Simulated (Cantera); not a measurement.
A Cantera script and what it prints.

```python
import numpy as np
import cantera as ct

gas_names = """
    H H2 N NH NH2 NH3 N2 N2H2 N2H4 Si SiH SiH2 SiH3 SiH4 SiN Si2 Si2N Si3
""".split()
cond_names = """
    Si(cr) Si(L) Si3N4(a)
""".split()


# ... load() reads the species with a 1 bar reference pressure and builds the phases ...
atoms = {
    'trisilylamine': {'Si': 3, 'N': 1, 'H': 9},
    'NH3': {'N': 1, 'H': 3},
}
top_T = {'Si3N4(a)': 2400}  # K; cautious upper limits of use, not melting points


# ... equilibrate(T, P, feed) seeds the gas with the atoms and calls Mixture.equilibrate('TP', solver="vcs", rtol=1e-11, max_steps=5000) ...
results = []
T = 1048.15  # K
P = 1333.22  # Pa
for m in [0.57, 0.97, 1.7, 2.8, 4.9, 8.3, 14, 24]:
    feed = {'trisilylamine': 1, 'NH3': m}  # mol
    mix = equilibrate(T, P, feed)
    results.append((T, P, feed, dict(zip(mix.species_names, mix.species_moles))))

top = {s: max(r[3][s] / sum(r[3][g] for g in gas_names) for r in results) for s in gas_names}
cols = sorted((s for s in top if top[s] > 1e-06), key=lambda s: -top[s])[:8]
seen = [c for c in cond_names if any(r[3].get(c, 0) > 1e-12 for r in results)]
print("log10 of partial pressures in bar; condensed amounts in mol")
print(f"{'n(NH3)':>10s}" + "".join(f"{s[:9]:>10s}" for s in cols + seen))
for T, P, feed, n in results:
    ng = sum(n[g] for g in gas_names)
    print(f"{feed['NH3']:10.4g}" + "".join(f"{np.log10(max(n[s] / ng * P / 1e5, 1e-99)):10.3f}" for s in cols)
          + "".join(f"{n.get(c, 0):10.4g}" for c in seen))
```

Result:

```
log10 of partial pressures in bar; condensed amounts in mol
    n(NH3)        H2        N2       NH3    Si(cr)  Si3N4(a)
      0.57    -1.875    -9.892   -11.126     1.823    0.3925
      0.97    -1.875    -9.892   -11.126     1.523    0.4925
       1.7    -1.875    -9.892   -11.126     0.975     0.675
       2.8    -1.875    -9.892   -11.126      0.15      0.95
       4.9    -1.909    -3.005    -7.733         0         1
       8.3    -1.938    -2.744    -7.647         0         1
        14    -1.960    -2.626    -7.620         0         1
        24    -1.975    -2.561    -7.611         0         1
```

These are equilibrium values from Cantera (NASA tables, ideal gas, pure condensed phases), not measurements of a reactor. The feed counts by its element totals alone. Mutual solubility and eutectic melting of coexisting phases are not modelled.
